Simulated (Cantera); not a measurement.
Cantera with NASA thermochemical tables; ideal gases at 1 bar, condensed phases pure. Values are per mole of reaction as written; species without (g) are pure solids or liquids, kept so even where they would boil at 1 bar.

3 Ta2O5 + N2O(g) = 6 TaO2(g) + 2 NO2(g), with ΔH° = 4919.6 kJ and ΔS° = 1511.8 J/K at 300 K.

### Question
How far is the shortcut ΔG° ≈ ΔH°(300 K) − T·ΔS°(300 K) from the full temperature-dependent value at 1325, 1475, 1625, 1775, 1925, 2075, 2225, 2375, 2525, 2675 K?

### Answer
```json
[
 {"T (K)": "1325", "shortcut (kJ)": "2916.5", "full (kJ)": "3039.0", "difference (kJ)": "-122.5", "difference in log10 K": "4.83", "condensed phases": "Ta2O5(s)"},
 {"T (K)": "1475", "shortcut (kJ)": "2689.7", "full (kJ)": "2844.8", "difference (kJ)": "-155.0", "difference in log10 K": "5.49", "condensed phases": "Ta2O5(s)"},
 {"T (K)": "1625", "shortcut (kJ)": "2463.0", "full (kJ)": "2653.2", "difference (kJ)": "-190.3", "difference in log10 K": "6.12", "condensed phases": "Ta2O5(s)"},
 {"T (K)": "1775", "shortcut (kJ)": "2236.2", "full (kJ)": "2464.3", "difference (kJ)": "-228.1", "difference in log10 K": "6.71", "condensed phases": "Ta2O5(s)"},
 {"T (K)": "1925", "shortcut (kJ)": "2009.4", "full (kJ)": "2277.7", "difference (kJ)": "-268.3", "difference in log10 K": "7.28", "condensed phases": "Ta2O5(s)"},
 {"T (K)": "2075", "shortcut (kJ)": "1782.7", "full (kJ)": "2096.3", "difference (kJ)": "-313.7", "difference in log10 K": "7.90", "condensed phases": "Ta2O5(l)"},
 {"T (K)": "2225", "shortcut (kJ)": "1555.9", "full (kJ)": "1941.2", "difference (kJ)": "-385.3", "difference in log10 K": "9.05", "condensed phases": "Ta2O5(l)"},
 {"T (K)": "2375", "shortcut (kJ)": "1329.1", "full (kJ)": "1789.4", "difference (kJ)": "-460.3", "difference in log10 K": "10.12", "condensed phases": "Ta2O5(l)"},
 {"T (K)": "2525", "shortcut (kJ)": "1102.4", "full (kJ)": "1640.6", "difference (kJ)": "-538.2", "difference in log10 K": "11.13", "condensed phases": "Ta2O5(l)"},
 {"T (K)": "2675", "shortcut (kJ)": "875.6", "full (kJ)": "1494.7", "difference (kJ)": "-619.1", "difference in log10 K": "12.09", "condensed phases": "Ta2O5(l)"}
]
```
The shortcut ignores heat capacities and the phase changes listed.
